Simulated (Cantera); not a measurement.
**Hydrocarbon pyrolysis for carbon deposition**

An isothermal, constant-pressure homogeneous reactor starts with 1.11 % C3H8, 98.9 % H2, at 1775 K and 1.10 bar.

Model: GRI-Mech 3.0 (53 species, 325 reactions), integrated in Cantera. GRI-Mech 3.0 was tuned for natural gas; its chemistry of propane as a main component is partial and can be far from experiment. GRI-Mech 3.0 stops at C3 and has no aromatics, soot or wall deposition, so with more carbon than oxygen in the feed, carbon stays in small species such as C2H2 where larger ones or solid carbon would form.

```tsv
t (s)	x C3H8	x H2	x C2H2	x CH3	x CH2	x C2H4	x C2H6
0.000100	1.98e-9	0.976	0.00716	0.000128	6.69e-8	0.00241	4.19e-6
0.000307	4.63e-10	0.977	0.00861	7.93e-5	2.54e-8	0.000947	1.66e-6
0.000942	1.79e-10	0.977	0.00925	7.56e-5	2.29e-8	0.000317	1.11e-6
0.00289	1.64e-10	0.977	0.00934	7.50e-5	2.27e-8	0.000285	1.08e-6
0.00888	1.59e-10	0.977	0.00952	7.30e-5	2.21e-8	0.000290	1.03e-6
0.0273	1.45e-10	0.977	0.00998	6.77e-5	2.06e-8	0.000302	9.22e-7
0.0837	1.20e-10	0.978	0.0108	5.75e-5	1.76e-8	0.000326	7.35e-7
0.257	9.93e-11	0.979	0.0117	4.78e-5	1.48e-8	0.000348	5.89e-7
0.788	9.52e-11	0.979	0.0118	4.58e-5	1.42e-8	0.000353	5.63e-7
2.42	9.52e-11	0.979	0.0118	4.58e-5	1.42e-8	0.000353	5.63e-7
7.43	9.52e-11	0.979	0.0118	4.58e-5	1.42e-8	0.000353	5.63e-7
22.8	9.52e-11	0.979	0.0118	4.58e-5	1.42e-8	0.000353	5.63e-7
70.0	9.52e-11	0.979	0.0118	4.58e-5	1.42e-8	0.000353	5.63e-7
```
x: mole fraction; the columns are a selection and need not sum to one.

Equilibrium at this temperature and pressure: C3H8 9.52e-11, H2 0.979, C2H2 0.0118, CH3 4.58e-5, CH2 1.42e-8, C2H4 0.000353, C2H6 5.63e-7 (gas phase only).
